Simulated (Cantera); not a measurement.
A perfectly stirred reactor is fed with CH4 : H2 : CO2 = 0.0055 : 1 : 0.0021 (molar parts), at 120 Torr; it is held at 1375 K, and followed from long to short residence time.

Detailed kinetics in Cantera: GRI-Mech 3.0 (53 species, 325 reactions). GRI-Mech 3.0 stops at C3 and has no aromatics, soot or wall deposition, so with more carbon than oxygen in the feed, carbon stays in small species such as C2H2 where larger ones or solid carbon would form.

**Question.** What does this change do: temperature 1375 to 2975 K?

**Answer.** 
| quantity | before | after |
|---|---|---|
| x(CH4) at τ = 27.0 s | 0.00540 | 1.08e-6 |
| x(H2) at τ = 27.0 s | 0.991 | 0.689 |
| x(CO2) at τ = 27.0 s | 0.000424 | 1.81e-10 |
| x(H) at τ = 27.0 s | 8.44e-6 | 0.306 |
| x(C2H2) at τ = 27.0 s | 2.47e-5 | 0.00129 |
| x(CH4) at τ = 0.270 s | 0.00546 | 1.31e-6 |
| x(H2) at τ = 0.270 s | 0.992 | 0.692 |
| x(CO2) at τ = 0.270 s | 0.00202 | 1.70e-8 |
| x(H) at τ = 0.270 s | 6.39e-6 | 0.303 |
| x(C2H2) at τ = 0.270 s | 8.76e-8 | 0.00129 |
